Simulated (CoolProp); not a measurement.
A single-stage vapour-compression cycle with R404A: evaporating at 221.15 K (dew point), condensing at 258.15 K (bubble point), superheat 8 K, subcooling 8 K, compressor efficiency 0.75, no pressure losses. Each further row changes one setting.

The numbers come from the reference Helmholtz-energy equation of state, Lemmon 2003 in CoolProp. It is a pseudo-pure fit of the blend.

```json
[
 {"case": "as stated", "cooling COP": "3.95", "pressure ratio": "5.04", "discharge temperature (K)": "289.5", "refrigerating effect (kJ/kg)": "173", "volumetric capacity (kJ/m³)": "672"},
 {"case": "evaporating temperature 226.15 K", "cooling COP": "4.76", "pressure ratio": "3.92", "discharge temperature (K)": "285.5", "refrigerating effect (kJ/kg)": "176", "volumetric capacity (kJ/m³)": "866"},
 {"case": "condensing temperature 253.15 K", "cooling COP": "4.65", "pressure ratio": "4.20", "discharge temperature (K)": "282.4", "refrigerating effect (kJ/kg)": "180", "volumetric capacity (kJ/m³)": "697"},
 {"case": "subcooling 13 K", "cooling COP": "4.10", "pressure ratio": "5.04", "discharge temperature (K)": "289.5", "refrigerating effect (kJ/kg)": "180", "volumetric capacity (kJ/m³)": "697"},
 {"case": "superheat 18 K", "cooling COP": "3.93", "pressure ratio": "5.04", "discharge temperature (K)": "300.3", "refrigerating effect (kJ/kg)": "181", "volumetric capacity (kJ/m³)": "669"},
 {"case": "compressor efficiency 0.65", "cooling COP": "3.42", "pressure ratio": "5.04", "discharge temperature (K)": "296.9", "refrigerating effect (kJ/kg)": "173", "volumetric capacity (kJ/m³)": "672"}
]
```
